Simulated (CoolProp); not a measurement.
Properties of chloromethane (R40) along the isotherm 226.85 °C.

Values from CoolProp's reference Helmholtz-energy equation of state, Thol 2014.

| p (kPa) | phase | density (kg/m³) | cv (kJ/(kg K)) | Joule-Thomson coefficient (K/MPa) | isothermal compressibility (1/MPa) | fugacity coefficient |
|---|---|---|---|---|---|---|
| 1040 | gas | 13.03 | 0.9388 | 7.666 | 0.9922 | 0.9700 |
| 2080 | gas | 26.92 | 0.9491 | 7.674 | 0.5131 | 0.9407 |
| 3120 | gas | 41.81 | 0.9596 | 7.671 | 0.3548 | 0.9119 |
| 4160 | gas | 57.83 | 0.9702 | 7.653 | 0.2767 | 0.8837 |
| 5200 | gas | 75.16 | 0.9809 | 7.616 | 0.2309 | 0.8560 |
| 6240 | gas | 94.00 | 0.9915 | 7.552 | 0.2012 | 0.8290 |
| 7280 | supercritical | 114.6 | 1.002 | 7.450 | 0.1808 | 0.8025 |
| 8310 | supercritical | 137.0 | 1.012 | 7.299 | 0.1661 | 0.7769 |
| 9350 | supercritical | 161.8 | 1.022 | 7.082 | 0.1547 | 0.7516 |
| 10400 | supercritical | 189.3 | 1.031 | 6.780 | 0.1450 | 0.7268 |
